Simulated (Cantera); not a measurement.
Input: 1 mol FeS2, 1.5 mol SO3, 5.1 mol N2, equilibrated at 1823.15 K and 1 atm.

Equilibrium computed with Cantera from the NASA thermochemical tables; the gas is ideal and each condensed phase is pure. Candidate condensed phases: Fe, FeO, FeS, FeSO4, FeS2, Fe2O3, Fe2(SO4)3, Fe3O4, S; 19 gas species. The tables' stoichiometric FeO is somewhat more stable than real wüstite, so its field is too wide. FeO: taken at fixed stoichiometry. Rates play no part.

Base state: N2 0.659, SO2 0.218, S2 0.107, SO 0.0128, S2O 0.00412, S 0.000290 (mole fractions); condensed: FeO(l).

Problem. What changes in the equilibrium state with this change: temperature from 1823.15 K to 1323 K?

Solution. 
```json
[
 {"species": "N2", "before": "0.659", "after": "0.681"},
 {"species": "SO2", "before": "0.218", "after": "0.288"},
 {"species": "S2", "before": "0.107", "after": "0.0289"},
 {"species": "SO", "before": "0.0128", "after": "0.000516"},
 {"species": "S", "before": "0.000290", "after": "6.71e-7"},
 {"species": "S2O", "before": "0.00412", "after": "0.00197"},
 {"species": "FeO(l), mol", "before": "1.000", "after": "0"},
 {"species": "FeS(s), mol", "before": "0", "after": "0.875"},
 {"species": "Fe3O4(s), mol", "before": "0", "after": "0.0415"}
]
```
Mutual solubility and eutectic melting of coexisting phases are not modelled. FeS: taken at fixed stoichiometry.
